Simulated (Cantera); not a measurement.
A perfectly stirred reactor is fed with N₂O : H₂ : N₂ = 1 : 0.014 : 5.4 (molar parts), at 82.5 Torr; it is held at 1600 K, and followed from long to short residence time.

Computed with Cantera and GRI-Mech 3.0 (53 species, 325 reactions). GRI-Mech 3.0 was tuned for natural gas; its chemistry of N2O as a main component is partial and can be far from experiment. The temperature is held fixed by assumption; the heat of reaction is taken as removed at once.

What does this change do: temperature 1600 to 1398 K?


```csv
quantity,before,after
x(N₂O) at τ = 1.50 s,0.00537,0.0423
x(H₂) at τ = 1.50 s,3.70e-6,1.08e-5
x(OH) at τ = 1.50 s,9.90e-5,3.17e-5
x(H₂O) at τ = 1.50 s,0.00198,0.00204
x(NO) at τ = 1.50 s,0.0277,0.0174
x(N₂O) at τ = 49.0 ms,0.0762,0.141
x(H₂) at τ = 49.0 ms,5.20e-5,0.000214
x(OH) at τ = 49.0 ms,0.000130,4.82e-5
x(H₂O) at τ = 49.0 ms,0.00199,0.00193
x(NO) at τ = 49.0 ms,0.0176,0.00201
```
The mechanism lacks the step 2 NO + O2 → 2 NO2, which can matter for NO2 below about 1400 K.

What does this change do: N2 5.4 to 2.3 parts?


```
quantity                 before     after
---------------------  --------  --------
x(N₂O) at τ = 1.50 s    0.00537   0.00975
x(H₂) at τ = 1.50 s     3.70e-6   4.73e-6
x(OH) at τ = 1.50 s     9.90e-5  0.000136
x(H₂O) at τ = 1.50 s    0.00198   0.00362
x(NO) at τ = 1.50 s      0.0277    0.0521
x(N₂O) at τ = 49.0 ms    0.0762     0.142
x(H₂) at τ = 49.0 ms    5.20e-5   7.70e-5
x(OH) at τ = 49.0 ms   0.000130  0.000179
x(H₂O) at τ = 49.0 ms   0.00199   0.00377
x(NO) at τ = 49.0 ms     0.0176    0.0343
```

What does this change do: temperature 1600 to 1275 K?


```json
[
 {"quantity": "x(N₂O) at τ = 1.50 s", "before": "0.00537", "after": "0.109"},
 {"quantity": "x(H₂) at τ = 1.50 s", "before": "3.70e-6", "after": "3.41e-5"},
 {"quantity": "x(OH) at τ = 1.50 s", "before": "9.90e-5", "after": "1.31e-5"},
 {"quantity": "x(H₂O) at τ = 1.50 s", "before": "0.00198", "after": "0.00210"},
 {"quantity": "x(NO) at τ = 1.50 s", "before": "0.0277", "after": "0.00528"},
 {"quantity": "x(N₂O) at τ = 49.0 ms", "before": "0.0762", "after": "0.152"},
 {"quantity": "x(H₂) at τ = 49.0 ms", "before": "5.20e-5", "after": "0.000514"},
 {"quantity": "x(OH) at τ = 49.0 ms", "before": "0.000130", "after": "2.21e-5"},
 {"quantity": "x(H₂O) at τ = 49.0 ms", "before": "0.00199", "after": "0.00165"},
 {"quantity": "x(NO) at τ = 49.0 ms", "before": "0.0176", "after": "0.000243"}
]
```
The mechanism lacks the step 2 NO + O2 → 2 NO2, which can matter for NO2 below about 1400 K.
